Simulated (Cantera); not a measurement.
A freely propagating, adiabatic, planar premixed flame of CH4 : O2 : N2 = 1 : 1.67 : 6.27 (molar parts), equivalence ratio 1.2, unburnt at 375 K and 6.91 atm; mixture-averaged transport, grid criteria slope 0.08 and curve 0.16, no radiation.

Cantera simulation using GRI-Mech 3.0 (53 species, 325 reactions); the numbers are that mechanism's predictions, not measurements. Burning velocities carry a grid error of a few per cent, more on coarse grids.

x: mole fraction of selected species; z is measured from the peak of heat release.

```
z (mm)        T (K)  u (m/s)       x CH4        x O2    x CH2      x C2H4      x C2H6      x CH2O
-------  ----------  -------  ----------  ----------  -------  ----------  ----------  ----------
-0.418          375    0.190       0.112       0.187    <1e-8     5.41e-8     2.79e-8     1.11e-7
-0.279          382    0.194       0.111       0.186    <1e-8     1.38e-6     8.36e-7     2.92e-6
-0.209          408    0.208       0.109       0.183    <1e-8     9.69e-6     6.56e-6     2.07e-5
-0.139   (withheld)    0.293  (withheld)       0.171    <1e-8  (withheld)  (withheld)  (withheld)
-0.0697        1132    0.593      0.0611       0.118    <1e-8    0.000712    0.000671     0.00119
-0.0349        1570    0.829      0.0308      0.0710  1.06e-6     0.00125    0.000890     0.00110
0              1954     1.04     0.00625      0.0250  2.75e-5    0.000528     9.84e-5    0.000318
0.0349         2103     1.11    0.000452     0.00549  1.46e-5     1.48e-5     6.63e-7     4.72e-5
0.0697         2140     1.13     3.09e-5     0.00137  1.48e-6     1.40e-7       <1e-8     4.02e-6
0.139          2166     1.14     5.52e-7    0.000295  2.38e-8       <1e-8       <1e-8     6.80e-8
0.279          2183     1.15       <1e-8  (withheld)    <1e-8       <1e-8       <1e-8       <1e-8
0.558          2192     1.15       <1e-8     2.57e-5    <1e-8       <1e-8       <1e-8       <1e-8
1.12           2195     1.15       <1e-8     1.15e-5    <1e-8       <1e-8       <1e-8       <1e-8
```

Q: Complete the blanks.

A: 
- -0.139, T (K): 569
- -0.139, x CH4: 0.0980
- -0.139, x C2H4: 0.000102
- -0.139, x C2H6: 8.30e-5
- -0.139, x CH2O: 0.000215
- 0.279, x O2: 8.58e-5
